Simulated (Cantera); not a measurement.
Input: 1 mol C₂F₆, 0.95 mol CH₄, 11 mol H₂, at 1.00 bar.

Method: chemical equilibrium by Gibbs-energy minimisation in Cantera with the NASA 1993 tables (ideal gas, pure condensed phases). Candidate condensed phases: C, C₆H₆, C₇H₈, C₈H₁₈; 95 gas species. The feed counts by its element totals alone. Kinetics and transport are ignored. All values below are at 1952 °C.

Base state: H₂ 0.617, HF 0.376, H 0.00509, C₂H₂ (acetylene) 0.00181, CH₄ 9.48e-5, CH₃ 1.49e-5 (mole fractions); condensed: C(graphite).

**Question.** What changes in the equilibrium state with this change: pressure from 1.00 bar to 0.133 bar?

**Answer.** 
| species | before | after |
|---|---|---|
| H₂ | 0.617 | 0.610 |
| HF | 0.376 | 0.375 |
| H | 0.00509 | 0.0139 |
| CH₄ | 9.48e-5 | 1.23e-5 |
| CH₃ | 1.49e-5 | 5.35e-6 |
| C(graphite), mol | 2.89 | 2.89 |
